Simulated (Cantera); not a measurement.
Charge: 1 mol Si3N4, 92 mol HCl, 63 mol N2, at 727 °C and 1.00 bar.

These are equilibrium values from Cantera (NASA tables, ideal gas, pure condensed phases), not measurements of a reactor. Candidate condensed phases: NH4Cl, Si, Si3N4; 28 gas species. The numbers say what is thermodynamically allowed, not how fast it happens.

Base state: HCl 0.519, N2 0.422, H2 0.0389, SiCl4 0.0195, SiHCl3 1.03e-5 (mole fractions); condensed: gas only.

Task: What changes in the equilibrium state with this change: HCl from 92 to 1.1 mol?

Result: 
```csv
species,before,after
N2,0.422,0.984
HCl,0.519,0.0123
H2,0.0389,0.00242
SiCl4,0.0195,0.00121
SiHCl3,1.03e-5,1.66e-6
"Si3N4(s), mol",0,0.974
```
